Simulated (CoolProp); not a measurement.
Saturated liquid density (kg/m³) of oxygen: the reference equation beside estimates from Tc = 154.6 K, pc = 50.46 bar, ω = 0.022. Rackett uses Z = 0.29056 − 0.08775 ω.

The numbers come from the reference Helmholtz-energy equation of state, Schmidt 1985 in CoolProp.

| T (K) | reference | Rackett | van der Waals | Soave-Redlich-Kwong | Peng-Robinson |
|---|---|---|---|---|---|
| 79.9 | 1191 | 1194 | 815.8 | (withheld) | 1344 |
| 86.4 | 1160 | 1164 | 795.4 | 1161 | 1309 |
| 92.9 | 1128 | 1132 | 773.9 | 1126 | 1271 |
| 99.4 | 1094 | 1099 | 750.9 | 1088 | 1230 |
| 105.9 | 1059 | 1063 | 726.3 | 1046 | 1184 |
| 112.4 | 1021 | 1026 | 699.7 | (withheld) | 1134 |
| 118.9 | 981.0 | 985.8 | (withheld) | 951.0 | 1078 |
| 125.4 | 936.9 | 941.8 | 638.6 | 895.1 | 1014 |
| 131.9 | 887.3 | 892.7 | 602.5 | (withheld) | 941.6 |
| 138.5 | 828.4 | 834.7 | (withheld) | 756.5 | 854.4 |

**Question.** Complete the blanks.

**Answer.** 
- 79.9, Soave-Redlich-Kwong: 1193
- 112.4, Soave-Redlich-Kwong: 1001
- 118.9, van der Waals: 670.7
- 131.9, Soave-Redlich-Kwong: 831.7
- 138.5, van der Waals: 559.8

Absolute difference from the reference over all 10 rows, mean and median: Rackett 0.5 and 0.5 %, van der Waals 31.7 and 31.5 %, Soave-Redlich-Kwong 2.7 and 1.6 %, Peng-Robinson 10.1 and 11.4 %.
